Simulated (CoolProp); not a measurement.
Aqueous methanol as a coolant, at -11 °C, 1 atm.

Model: Melinder's fits for secondary coolants, in CoolProp.

| mass % | freezing point (°C) | conductivity (W/(m K)) | density (kg/m³) | cp (kJ/(kg K)) | Prandtl number |
|---|---|---|---|---|---|
| 20.7 | -15.8 | 0.447 | 973.8 | 4.007 | 47.9 |
| 24.9 | -20.0 | 0.430 | 969.7 | 3.900 | 51.6 |
| 29.1 | -24.6 | 0.413 | 965.2 | 3.798 | 54.2 |
| 33.3 | -29.7 | 0.396 | 960.3 | 3.701 | 55.6 |
| 37.5 | -35.2 | 0.380 | 954.9 | 3.609 | 55.8 |
| 41.7 | -41.2 | 0.365 | 948.9 | 3.517 | 54.8 |
| 45.9 | -47.7 | 0.350 | 942.4 | 3.424 | 52.9 |
| 50.1 | -54.6 | 0.336 | 935.3 | 3.327 | 50.1 |
